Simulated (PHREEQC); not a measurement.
Make-up at 25 °C and 500 atm: 91 mmol/kgw CdSO4 and 0.051 mmol/kgw HCl. Closed to the air; pH follows from the charge balance.

Computed with PHREEQC (ion-association model, phreeqc.dat).

This is a speciation only: nothing precipitates in the calculation.

Task: Order these Cd species by the share of Cd that they hold, largest first: Cd(SO4)2-2, CdSO4, Cd+2.

Result: Cd+2 (56 %), Cd(SO4)2-2 (39 %), CdSO4 (4.5 %)

Task: Order these S species by the share of S that they hold, largest first: SO4-2, CdSO4, Cd(SO4)2-2.

Result: Cd(SO4)2-2 (79 %), SO4-2 (17 %), CdSO4 (4.5 %)

The pH is 4.50 and the ionic strength 0.204 mol/kgw. Complexes and solids missing from the database can't appear. Under pressure, the constants of complexes without a molar volume in the database are unreliable.
